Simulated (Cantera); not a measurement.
An isothermal, constant-pressure homogeneous reactor starts with 13.0 % H2, 76.3 % O2, 10.7 % N2, equivalence ratio 0.085, at 1473 K and 10.00 Torr.

Computed with Cantera and GRI-Mech 3.0 (53 species, 325 reactions). Radical loss at walls, strong at low pressure, is not modelled. The temperature is held fixed by assumption; the heat of reaction is taken as removed at once.

Task: Predict: x(H2) at 2.00 s; x(O2) at 2.00 s; x(H2O2) at 2.00 s; x(HO2) at 2.00 s; x(OH) at 2.00 s.

Result: 
| Quantity | Value |
|---|---|
| x(H2) at 2.00 s | 6.23e-6 (gas-phase equilibrium 1.83e-6) |
| x(O2) at 2.00 s | 0.747 (gas-phase equilibrium 0.746) |
| x(H2O2) at 2.00 s | 4.13e-9 (gas-phase equilibrium 2.45e-9) |
| x(HO2) at 2.00 s | 1.27e-7 (gas-phase equilibrium 1.65e-7) |
| x(OH) at 2.00 s | 0.000541 (gas-phase equilibrium 0.000294) |
